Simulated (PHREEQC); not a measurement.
Consider water at 30 °C with 0.00097 mol ZnSO4, 0.0018 mol NaCl and 9.9e-05 mol H2SO4 per kg of water. Closed to the air; pH follows from the charge balance.

The numbers come from PHREEQC with the ion-association model, wateq4f.dat.

| Property | Result |
|---|---|
| pH | 3.77 |
| ionic strength | 0.00550 mol/kgw |
| total alkalinity | -0.198 meq/kg |

| species | molality | activity | log γ |
|---|---|---|---|
| Cl- | 0.00180 | 0.00166 | -0.035 |
| Na+ | 0.00179 | 0.00166 | -0.034 |
| SO4-2 | 0.000941 | 0.000688 | -0.136 |
| Zn+2 | 0.000860 | 0.000633 | -0.133 |
| H+ | 0.000184 | 0.000171 | -0.031 |
| ZnSO4 | 0.000106 | 0.000106 | 0.001 |
| HSO4- | 1.39e-5 | 1.28e-5 | -0.034 |
| NaSO4- | 6.37e-6 | 5.89e-6 | -0.034 |
| ZnCl+ | 3.80e-6 | 3.50e-6 | -0.035 |
| Zn(SO4)2-2 | 7.85e-7 | 5.70e-7 | -0.139 |
| ZnOH+ | 6.37e-9 | 5.88e-9 | -0.035 |
| ZnCl2 | 6.19e-9 | 6.20e-9 | 0.001 |

No solid was allowed to form.
